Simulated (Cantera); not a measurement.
A closed system holds: 1 mol Al(CH₃)₃, a varied amount of N₂O, 2.2 mol H₂, 25 mol H₂O, equilibrated at 375 °C and 13.3 mbar.

These are equilibrium values from Cantera (NASA tables, ideal gas, pure condensed phases), not measurements of a reactor. Candidate condensed phases: Al, AlN, Al₂O₃, C, C₆H₆, C₇H₈, C₈H₁₈, H₂O; 148 gas species. The feed counts by its element totals alone. The numbers say what is thermodynamically allowed, not how fast it happens.

Q: At 0.87 mol N₂O, list the 4 most abundant gas species with their mole fractions, and the condensed phases.

A: H₂O 0.531, H₂ 0.359, CO₂ 0.0779, N₂ 0.0246. Condensed: Al₂O₃(s).
